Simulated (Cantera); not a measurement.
A Cantera script and what it prints.

```python
import numpy as np
import cantera as ct

gas_names = [...]  # 151 gases of nasa_gas.yaml made of C, H, N, O, Si
cond_names = """
    C(gr) C6H6(L) C7H8(L) C8H18(L),n-octa H2O(s) H2O(L) Si(cr) Si(L) SiC(b) SiO2(Lqz) SiO2(hqz) SiO2(L)
    Si2N2O(s) Si3N4(a)
""".split()


# ... load() reads the species with a 1 bar reference pressure and builds the phases ...
atoms = {
    'SiC': {'Si': 1, 'C': 1},
    'H2O': {'H': 2, 'O': 1},
    'N2': {'N': 2},
}
top_T = {'C(gr)': 4500, 'SiC(b)': 3050, 'Si2N2O(s)': 2100, 'Si3N4(a)': 2400}  # K; cautious upper limits of use, not melting points


# ... equilibrate(T, P, feed) seeds the gas with the atoms and calls Mixture.equilibrate('TP', solver="vcs", rtol=1e-11, max_steps=5000) ...
results = []
T = 1500  # K
P = 13332.2  # Pa
for m in [0.0014, 0.0022, 0.0035, 0.0055, 0.0087, 0.014, 0.022, 0.035, 0.055, 0.087, 0.14, 0.22, 0.35]:
    feed = {'SiC': 1, 'H2O': m, 'N2': 150}  # mol
    mix = equilibrate(T, P, feed)
    results.append((T, P, feed, dict(zip(mix.species_names, mix.species_moles))))
    x = sorted(zip(gas.X, gas.species_names), reverse=True)
    print(f"T = {T:g} K  P = {P:g} Pa  n(H2O) = {m:g} mol  gas = {mix.phase_moles(0):.4g} mol")
    print("   x: " + "  ".join(f"{s} {v:.3e}" for v, s in x if v > 1e-06))
    print("   condensed (mol): " + ("  ".join(f"{mix.phase(i).name} {mix.phase_moles(i):.4g}"
          for i in range(1, mix.n_phases) if mix.phase_moles(i) > 1e-12) or "none"))
```

Result:

```
T = 1500 K  P = 13332.2 Pa  n(H2O) = 0.0014 mol  gas = 149.3 mol
   x: N2 1.000e+00  CO 9.362e-06  H2 7.806e-06  HCN 2.954e-06
   condensed (mol): C(gr) 0.9982  Si3N4(a) 0.3333
T = 1500 K  P = 13332.2 Pa  n(H2O) = 0.0022 mol  gas = 149.3 mol
   x: N2 1.000e+00  CO 1.471e-05  H2 1.273e-05  HCN 3.772e-06
   condensed (mol): C(gr) 0.9972  Si3N4(a) 0.3333
T = 1500 K  P = 13332.2 Pa  n(H2O) = 0.0035 mol  gas = 149.3 mol
   x: N2 1.000e+00  CO 2.340e-05  H2 2.087e-05  HCN 4.830e-06
   condensed (mol): C(gr) 0.9958  Si3N4(a) 0.3333
T = 1500 K  P = 13332.2 Pa  n(H2O) = 0.0055 mol  gas = 149.3 mol
   x: N2 9.999e-01  CO 3.678e-05  H2 3.357e-05  HCN 6.125e-06
   condensed (mol): C(gr) 0.9936  Si3N4(a) 0.3333
T = 1500 K  P = 13332.2 Pa  n(H2O) = 0.0087 mol  gas = 149.4 mol
   x: N2 9.999e-01  CO 5.817e-05  H2 5.412e-05  HCN 7.777e-06
   condensed (mol): C(gr) 0.9901  Si3N4(a) 0.3333
T = 1500 K  P = 13332.2 Pa  n(H2O) = 0.014 mol  gas = 149.4 mol
   x: N2 9.998e-01  CO 9.361e-05  H2 8.845e-05  HCN 9.942e-06
   condensed (mol): C(gr) 0.9845  Si3N4(a) 0.3333
T = 1500 K  P = 13332.2 Pa  n(H2O) = 0.022 mol  gas = 149.4 mol
   x: N2 9.997e-01  CO 1.471e-04  H2 1.406e-04  HCN 1.253e-05
   condensed (mol): C(gr) 0.9761  Si3N4(a) 0.3333
T = 1500 K  P = 13332.2 Pa  n(H2O) = 0.035 mol  gas = 149.4 mol
   x: N2 9.995e-01  CO 2.339e-04  H2 2.258e-04  HCN 1.588e-05
   condensed (mol): C(gr) 0.9626  Si3N4(a) 0.3333
T = 1500 K  P = 13332.2 Pa  n(H2O) = 0.055 mol  gas = 149.4 mol
   x: N2 9.993e-01  H2 3.574e-04  CO 3.407e-04  HCN 1.998e-05
   condensed (mol): C(gr) 0.9461  Si2N2O(s) 0.004021  Si3N4(a) 0.3306
T = 1500 K  P = 13332.2 Pa  n(H2O) = 0.087 mol  gas = 149.5 mol
   x: N2 9.991e-01  H2 5.686e-04  CO 3.406e-04  HCN 2.520e-05  H 1.150e-06
   condensed (mol): C(gr) 0.9452  Si2N2O(s) 0.03601  Si3N4(a) 0.3093
T = 1500 K  P = 13332.2 Pa  n(H2O) = 0.14 mol  gas = 149.6 mol
   x: N2 9.987e-01  H2 9.191e-04  CO 3.406e-04  HCN 3.203e-05  H 1.462e-06
   condensed (mol): C(gr) 0.9442  Si2N2O(s) 0.08899  Si3N4(a) 0.274
T = 1500 K  P = 13332.2 Pa  n(H2O) = 0.22 mol  gas = 149.7 mol
   x: N2 9.982e-01  H2 1.449e-03  CO 3.405e-04  HCN 4.020e-05  H 1.835e-06
   condensed (mol): C(gr) 0.9429  Si2N2O(s) 0.169  Si3N4(a) 0.2207
T = 1500 K  P = 13332.2 Pa  n(H2O) = 0.35 mol  gas = 149.8 mol
   x: N2 9.973e-01  H2 2.309e-03  CO 3.404e-04  HCN 5.073e-05  H 2.317e-06
   condensed (mol): C(gr) 0.9413  Si2N2O(s) 0.2989  Si3N4(a) 0.134
```

Cantera equilibrium calculation (NASA polynomials, part measured and part estimated; ideal gas, pure solids and liquids). Mutual solubility and eutectic melting of coexisting phases are not modelled.
